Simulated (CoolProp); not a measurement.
Vapour-liquid equilibrium of carbon dioxide (1) + propane (2) at -9.65 °C; x and y are mole fractions of (1).

Computed with CoolProp (multi-fluid Helmholtz-energy mixture model, Span 1996 and Lemmon 2009; pair parameters Kunz 2012).

```csv
x,bubble pressure (kPa),y at the bubble point,dew pressure at overall composition x (kPa),liquid density (mol/L)
0.05,544.7,0.360,367.9,12.51
0.125,841.5,0.594,399.5,12.88
0.2,1124,0.703,436.9,13.27
0.275,1376,0.764,481.6,13.68
0.35,1591,0.802,…,14.11
0.425,1769,0.829,604.1,14.59
0.5,1917,0.848,691.1,15.11
0.575,2042,0.865,806.6,15.71
0.65,2154,…,967.3,16.39
0.725,2262,…,1204,17.21
0.8,2372,0.916,1577,18.21
0.875,2484,…,2115,19.45
0.95,2600,0.972,…,21.02
```

Task: Some entries are withheld; supply them.

Result: 
- 0.35, dew pressure at overall composition x (kPa): 536.2
- 0.65, y at the bubble point: 0.881
- 0.725, y at the bubble point: 0.897
- 0.875, y at the bubble point: 0.940
- 0.95, dew pressure at overall composition x (kPa): 2523

No azeotrope shows between x = 0.05 and 0.95.

Pair parameters are fitted to limited data, so mixtures are less certain than the pure fluids.
